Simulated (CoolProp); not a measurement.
CH3F (R41) at several states: Z from the reference equation and from simpler models built on Tc = 44.1 °C, pc = 5.906 MPa, ω = 0.200; each cubic takes its own stable root.

The numbers come from the reference Helmholtz-energy equation of state, Lemmon 2006 in CoolProp. It is a short technical equation, of lower accuracy than the large ones.

```
T (°C)   p (MPa)          phase  reference  Redlich-Kwong  Soave-Redlich-Kwong  Peng-Robinson
-------  -------  -------------  ---------  -------------  -------------------  -------------
-87.55     0.105         liquid   0.002573       0.003310             0.003244       0.002875
-125.15     1.27         liquid    0.03607        0.04637              0.04587        0.04081
149.05       6.7  supercritical     0.8333         0.8360               0.8684         0.8426
-100.75     2.02         liquid    0.05166        0.06633              0.06525        0.05793
-120.45     1.04         liquid    0.02890        0.03712              0.03668        0.03262
```
